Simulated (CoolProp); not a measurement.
Saturated liquid density (kg/m³) of methanol: the reference equation beside estimates from Tc = 240.2 °C, pc = 8.216 MPa, ω = 0.565.

Computed with CoolProp (reference Helmholtz-energy equation of state, de Reuck 1993).

```json
[
 {"T (°C)": "25.85", "reference": "785.4", "van der Waals": "384.7", "Soave-Redlich-Kwong": "605.5", "Peng-Robinson": "681.3"},
 {"T (°C)": "38.45", "reference": "773.6", "van der Waals": "378.4", "Soave-Redlich-Kwong": "596.4", "Peng-Robinson": "671.7"},
 {"T (°C)": "51.15", "reference": "761.4", "van der Waals": "371.7", "Soave-Redlich-Kwong": "586.7", "Peng-Robinson": "661.3"},
 {"T (°C)": "63.75", "reference": "749.1", "van der Waals": "364.9", "Soave-Redlich-Kwong": "576.3", "Peng-Robinson": "650.2"},
 {"T (°C)": "76.45", "reference": "736.3", "van der Waals": "357.8", "Soave-Redlich-Kwong": "565.1", "Peng-Robinson": "638.0"},
 {"T (°C)": "89.05", "reference": "723.0", "van der Waals": "350.3", "Soave-Redlich-Kwong": "553.0", "Peng-Robinson": "625.0"},
 {"T (°C)": "101.75", "reference": "709.0", "van der Waals": "342.5", "Soave-Redlich-Kwong": "539.9", "Peng-Robinson": "610.7"},
 {"T (°C)": "114.35", "reference": "694.2", "van der Waals": "334.3", "Soave-Redlich-Kwong": "525.8", "Peng-Robinson": "595.2"},
 {"T (°C)": "127.05", "reference": "678.3", "van der Waals": "325.5", "Soave-Redlich-Kwong": "510.4", "Peng-Robinson": "578.2"},
 {"T (°C)": "139.65", "reference": "661.3", "van der Waals": "316.3", "Soave-Redlich-Kwong": "493.6", "Peng-Robinson": "559.5"},
 {"T (°C)": "152.35", "reference": "642.6", "van der Waals": "306.3", "Soave-Redlich-Kwong": "475.0", "Peng-Robinson": "538.7"},
 {"T (°C)": "164.95", "reference": "622.1", "van der Waals": "295.7", "Soave-Redlich-Kwong": "454.5", "Peng-Robinson": "515.5"}
]
```

Absolute difference from the reference over all 12 rows, mean and median: van der Waals 51.7 and 51.6 %, Soave-Redlich-Kwong 24.2 and 23.7 %, Peng-Robinson 14.3 and 13.7 %.
